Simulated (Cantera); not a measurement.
A closed system holds: 1 mol B, 0.073 mol HCl, at 1025 K and 1.20 bar.

Method: chemical equilibrium by Gibbs-energy minimisation in Cantera with the NASA 1993 tables (ideal gas, pure condensed phases). Candidate condensed phases: B; 13 gas species. Gases not in the tables: BHCl2. Equilibrium is a limit: real reactors are often held back by kinetics, nucleation or transport.

Base state: H2 0.553, BCl3 0.369, HCl 0.0779 (mole fractions); condensed: B(s).

Q: What changes in the equilibrium state with this change: 0.0029 mol H2O added?

A: 
```tsv
species	before	after
H2	0.553	0.571
BCl3	0.369	0.337
HCl	0.0779	0.0769
B3O3Cl3	0	0.0144
B3O3H3	0	0.000575
B(s), mol	0.977	0.975
```
Further candidate phases: B2O3, B3O3H3, H2O.
